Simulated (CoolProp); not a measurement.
Properties of R245ca along the isotherm 450 K.

The numbers come from the reference Helmholtz-energy equation of state, Zhou 2016 in CoolProp.

| p (MPa) | phase | density (kg/m³) | Joule-Thomson coefficient (K/MPa) | isothermal compressibility (1/MPa) | expansivity (1/kK) | fugacity coefficient |
|---|---|---|---|---|---|---|
| 0.0316 | gas | 1.135 | 7.388 | 31.73 | 2.244 | 0.9972 |
| 0.0477 | gas | 1.716 | 7.401 | 21.05 | 2.255 | 0.9958 |
| 0.072 | gas | 2.596 | 7.420 | 13.98 | 2.272 | 0.9937 |
| 0.109 | gas | 3.943 | 7.450 | 9.264 | 2.299 | 0.9905 |
| 0.164 | gas | 5.962 | 7.495 | 6.188 | 2.339 | 0.9856 |
| 0.247 | gas | 9.048 | 7.565 | 4.140 | 2.401 | 0.9784 |
| 0.373 | gas | 13.82 | 7.674 | 2.775 | 2.501 | 0.9675 |
| 0.562 | gas | 21.21 | 7.850 | 1.877 | 2.663 | 0.9512 |
| 0.848 | gas | 32.94 | 8.142 | 1.283 | 2.944 | 0.9269 |
| 1.28 | gas | 52.13 | 8.658 | 0.8973 | 3.470 | 0.8905 |
| 1.93 | gas | 85.45 | 9.664 | 0.6612 | 4.643 | 0.8364 |
| 2.91 | gas | 153.7 | 12.09 | 0.5772 | 8.717 | 0.7553 |
| 4.39 | supercritical | 728.5 | 5.498 | 0.3097 | 34.50 | 0.6157 |
| 6.63 | supercritical | 892.1 | 1.361 | 0.03878 | 7.394 | 0.4490 |
| 10 | supercritical | 971.3 | 0.5779 | 0.01744 | 4.336 | 0.3387 |
